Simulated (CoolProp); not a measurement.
n-perfluorobutane along the isotherm 278 K: fugacity coefficient from the reference equation and from simpler models built on Tc = 386.3 K, pc = 2322 kPa, ω = 0.372; each cubic takes its own stable root.

Values from CoolProp's reference Helmholtz-energy equation of state, Gao 2022.

| p (kPa) | phase | reference | van der Waals | Redlich-Kwong | Soave-Redlich-Kwong |
|---|---|---|---|---|---|
| 77.4 | gas | 0.9680 | 0.9787 | 0.9716 | 0.9672 |
| 155 | liquid | 0.8091 | 0.9573 | 0.9433 | 0.8091 |
| 232 | liquid | 0.5433 | 0.9360 | 0.9153 | 0.5434 |
| 310 | liquid | 0.4087 | 0.9145 | 0.7497 | 0.4089 |
| 387 | liquid | 0.3290 | 0.8932 | 0.6040 | 0.3293 |
| 464 | liquid | 0.2758 | 0.8717 | 0.5066 | 0.2761 |
| 542 | liquid | 0.2373 | 0.8416 | 0.4362 | 0.2377 |
| 619 | liquid | 0.2089 | 0.7430 | 0.3841 | 0.2092 |
| 697 | liquid | 0.1864 | 0.6654 | 0.3431 | 0.1868 |
| 774 | liquid | 0.1687 | 0.6041 | 0.3107 | 0.1691 |
| 852 | liquid | 0.1541 | 0.5533 | 0.2839 | 0.1545 |
| 929 | liquid | 0.1420 | 0.5116 | 0.2618 | 0.1424 |
| 1010 | liquid | 0.1313 | 0.4746 | 0.2423 | 0.1317 |
| 1080 | liquid | 0.1234 | 0.4472 | 0.2277 | 0.1238 |
| 1160 | liquid | 0.1155 | 0.4199 | 0.2133 | 0.1159 |

At some of these states van der Waals, Redlich-Kwong gives the other phase, because its saturation line lies elsewhere.
